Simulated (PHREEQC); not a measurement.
Dissolve 0.0076 mol H2SO4, 0.082 mol LiCl and 0.1 mol Fe2(SO4)3 per kg of water at 25 °C and 50 atm. Closed to the air; pH follows from the charge balance.

All values are PHREEQC results (ion-association model, phreeqc.dat), not measurements.

This is a speciation only: nothing precipitates in the calculation.

Order these Cl species by the share of Cl that they hold, largest first: FeCl2+, Cl-, FeCl+2.

Cl- (95 %), FeCl+2 (4.6 %), FeCl2+ (0.76 %)

The pH is 2.25 and the ionic strength 0.372 mol/kgw. Examples of supersaturated solids here: Hematite (slow to form), Goethite (slow to form). Others may be too. Species that the database lacks are ignored. Under pressure, the constants of complexes without a molar volume in the database are unreliable.
